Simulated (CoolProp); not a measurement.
Vapour-liquid equilibrium of propylene (1) + acetone (2) at 326.2 K; x and y are mole fractions of (1).

The numbers come from the multi-fluid Helmholtz-energy mixture model, Lemmon 2013 and Lemmon 2006; pair parameters Bell 2016 in CoolProp.

```
x      bubble pressure, mixture model (kPa)  bubble pressure, Raoult's law (kPa)  y, mixture model  y, Raoult's law
-----  ------------------------------------  -----------------------------------  ----------------  ---------------
0.05                                  274.2                                196.2             0.667            0.558
0.125                                 540.7                                353.7             0.832            0.774
0.2                                   782.8                                511.2             0.885            0.857
0.275                                 991.3                                668.7             0.910            0.901
0.35                                   1164                                826.1             0.924            0.928
0.425                                  1303                                983.6             0.934            0.947
0.5                                    1417                                 1141             0.940            0.960
0.575                                  1513                                 1299             0.946            0.970
0.65                                   1602                                 1456             0.951            0.978
0.725                                  1694                                 1613             0.957            0.984
0.8                                    1797                                 1771             0.965            0.990
0.875                                  1919                                 1928             0.974            0.994
0.95                                   2070                                 2086             0.988            0.998
```

The largest gap from Raoult's law is +53.1 % in bubble pressure, at x = 0.2. No azeotrope shows between x = 0.05 and 0.95.

The pair parameters rest on a limited set of measurements; away from them the model extrapolates. The gap from Raoult's law changes sign with composition, which may be real or a fault of the pair parameters; it wasn't checked against measurements. With so large a gap from Raoult's law the liquid may split in two, which this calculation doesn't test in full.
